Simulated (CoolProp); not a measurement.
Properties of n-decane along the isotherm 513.1 K.

Model: reference Helmholtz-energy equation of state, Lemmon 2006, in CoolProp. It is a short technical equation, of lower accuracy than the large ones.

```json
[
 {"p (MPa)": "0.0876", "phase": "gas", "cv (kJ/(kg K))": "2.506", "speed of sound (m/s)": "170.0", "isothermal compressibility (1/MPa)": "11.79", "expansivity (1/kK)": "2.200", "conductivity (mW/(m K))": "28.4", "Prandtl number": "0.804"},
 {"p (MPa)": "0.175", "phase": "gas", "cv (kJ/(kg K))": "2.517", "speed of sound (m/s)": "164.4", "isothermal compressibility (1/MPa)": "6.133", "expansivity (1/kK)": "2.506", "conductivity (mW/(m K))": "28.2", "Prandtl number": "0.817"},
 {"p (MPa)": "0.263", "phase": "gas", "cv (kJ/(kg K))": "2.529", "speed of sound (m/s)": "158.1", "isothermal compressibility (1/MPa)": "4.272", "expansivity (1/kK)": "2.895", "conductivity (mW/(m K))": "28.0", "Prandtl number": "0.831"},
 {"p (MPa)": "0.35", "phase": "gas", "cv (kJ/(kg K))": "2.543", "speed of sound (m/s)": "151.2", "isothermal compressibility (1/MPa)": "3.394", "expansivity (1/kK)": "3.400", "conductivity (mW/(m K))": "27.9", "Prandtl number": "0.849"},
 {"p (MPa)": "0.438", "phase": "liquid", "cv (kJ/(kg K))": "2.619", "speed of sound (m/s)": "480.4", "isothermal compressibility (1/MPa)": "0.009634", "expansivity (1/kK)": "2.254", "conductivity (mW/(m K))": "83.3", "Prandtl number": "4.81"},
 {"p (MPa)": "0.525", "phase": "liquid", "cv (kJ/(kg K))": "2.619", "speed of sound (m/s)": "482.5", "isothermal compressibility (1/MPa)": "0.009535", "expansivity (1/kK)": "2.239", "conductivity (mW/(m K))": "83.3", "Prandtl number": "4.81"},
 {"p (MPa)": "0.613", "phase": "liquid", "cv (kJ/(kg K))": "2.619", "speed of sound (m/s)": "484.6", "isothermal compressibility (1/MPa)": "0.009438", "expansivity (1/kK)": "2.224", "conductivity (mW/(m K))": "83.4", "Prandtl number": "4.81"},
 {"p (MPa)": "0.7", "phase": "liquid", "cv (kJ/(kg K))": "2.619", "speed of sound (m/s)": "486.7", "isothermal compressibility (1/MPa)": "0.009344", "expansivity (1/kK)": "2.210", "conductivity (mW/(m K))": "83.5", "Prandtl number": "4.82"},
 {"p (MPa)": "0.788", "phase": "liquid", "cv (kJ/(kg K))": "2.619", "speed of sound (m/s)": "488.8", "isothermal compressibility (1/MPa)": "0.009252", "expansivity (1/kK)": "2.196", "conductivity (mW/(m K))": "83.6", "Prandtl number": "4.82"},
 {"p (MPa)": "0.876", "phase": "liquid", "cv (kJ/(kg K))": "2.619", "speed of sound (m/s)": "490.9", "isothermal compressibility (1/MPa)": "0.009161", "expansivity (1/kK)": "2.182", "conductivity (mW/(m K))": "83.7", "Prandtl number": "4.83"},
 {"p (MPa)": "0.963", "phase": "liquid", "cv (kJ/(kg K))": "2.619", "speed of sound (m/s)": "492.9", "isothermal compressibility (1/MPa)": "0.009073", "expansivity (1/kK)": "2.168", "conductivity (mW/(m K))": "83.8", "Prandtl number": "4.83"},
 {"p (MPa)": "1.05", "phase": "liquid", "cv (kJ/(kg K))": "2.619", "speed of sound (m/s)": "494.9", "isothermal compressibility (1/MPa)": "0.008987", "expansivity (1/kK)": "2.155", "conductivity (mW/(m K))": "83.9", "Prandtl number": "4.83"}
]
```

Viscosity comes from a separate model (Huber 2004). Thermal conductivity comes from a separate model (Huber 2005).
